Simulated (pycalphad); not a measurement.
Computed with pycalphad from the COST 507 light-alloy database (1999), at 1 atm. The data set is of 1999 and partly superseded. The system is extrapolated from its subsystems; higher-order compounds may be missing. Phase fractions are per mole of atoms.

**Question.** Give the equilibrium state of Mg-13.33Cu-15.23Al-0.219Si (wt.%) at 337 °C.

**Answer.** hcp, fraction 0.692, with <0.01 Cu, 3.2 Al, <0.01 Si wt.%; QPHASE, fraction 0.301, with 36.3 Cu, 36.0 Al, no Si wt.%; MG2SI, fraction 0.006, with no Cu, no Al, 36.6 Si wt.%.

**Question.** Give the equilibrium state of Mg-13.33Cu-15.23Al-0.219Si (wt.%) at 217 °C.

**Answer.** 
```
T = 490.00 K, P = 101325 Pa, N = 1 mol of atoms
G = -21336 J/mol, H = 791 J/mol, S = 45.16 J/(mol K)  (SER reference)
chemical potentials (J/mol): Mg -17422, Cu -71110, Al -22478, Si -71133
phase             fraction      x(Mg)      x(Cu)      x(Al)      x(Si)
HCP_A3              0.6860     0.9757   8.97e-09     0.0243   1.23e-10
QPHASE              0.2911     0.3750     0.1875     0.4375       none
TAU                 0.0166     0.4019     0.1159     0.4822       none
MG2SI               0.0063     0.6667       none       none     0.3333
```

Database names, with the compositions (at.%) that they take in these runs: MG2SI: Mg 67 Si 33; QPHASE: Al 44 Mg 37 Cu 19; TAU: Al 47 Mg 40 Cu 12. HCP_A3 is hcp. An entry "none" or "no" means that the model of the phase leaves that element out.
